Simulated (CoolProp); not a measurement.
A Linde-Hampson liquefier for CF4 (R14): isothermal reversible compression at 320 K from 1 atm to 40 MPa, throttling to 1 atm, return gas leaving the recuperator 10 K below the feed. Each further row changes one setting.

Computed with CoolProp (reference Helmholtz-energy equation of state, Platzer 1990). This equation is an older, rougher fit; its heat capacities, sound speeds and derivatives of the liquid may be far off and weren't checked against measurements.

```json
[
 {"case": "as stated", "liquid yield per pass": "(withheld)", "compression work (kJ/kg of gas)": "169"},
 {"case": "warm-end temperature 350 K", "liquid yield per pass": "(withheld)", "compression work (kJ/kg of gas)": "(withheld)"},
 {"case": "warm-end gap 15 K", "liquid yield per pass": "(withheld)", "compression work (kJ/kg of gas)": "169"}
]
```

**Question.** Fill in the missing entries.

**Answer.** 
- as stated, liquid yield per pass: 0.230
- warm-end temperature 350 K, liquid yield per pass: 0.179
- warm-end temperature 350 K, compression work (kJ/kg of gas): 190
- warm-end gap 15 K, liquid yield per pass: 0.218
